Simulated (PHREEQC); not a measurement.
Model water analysis in mg/L, 20 °C, pH 6.76, pe -0.2:

| constituent | mg/L |
|---|---|
| Na | 0.672 |
| K | 0.183 |
| Ca | 2.68 |
| Mg | 2.34 |
| Cl | 8.06 |
| S(6) as SO4 | 4.42 |
| Alkalinity as HCO3 | 3.03 |
| N(-3) as NH4 | 0.0513 |
| Li | 0.0513 |
| Si as SiO2 | 0.403 |
| Br | 0.003 |

Valence states are taken as typed.

The numbers come from PHREEQC with the ion-association model, phreeqc.dat.

```
quantity               before    after
-------------------  --------  -------
CO2 (mol/kgw)         2.02e-5  1.61e-5
CO3-2 (mol/kgw)       1.30e-8  2.21e-8
NH3 (mol/kgw)         6.32e-9  7.96e-8
H3SiO4- (mol/kgw)     4.88e-9  1.56e-8
MgOH+ (mol/kgw)       1.16e-9  3.06e-8
HSO4- (mol/kgw)      6.29e-10  1.60e-9
SI of Quartz (SiO2)     -1.12    -1.66
```

Question: What was changed between the two runs?
A) Br from 0.003 to 0.009 mg/L
B) pH from 6.76 to 5.76 at the same alkalinity
C) temperature from 20 to 60 °C at the same typed pH

Answer: C, temperature from 20 to 60 °C at the same typed pH

Precipitation was switched off in this run. At this temperature some constants are extrapolated from 25 °C, and those without enthalpy data are left unchanged.
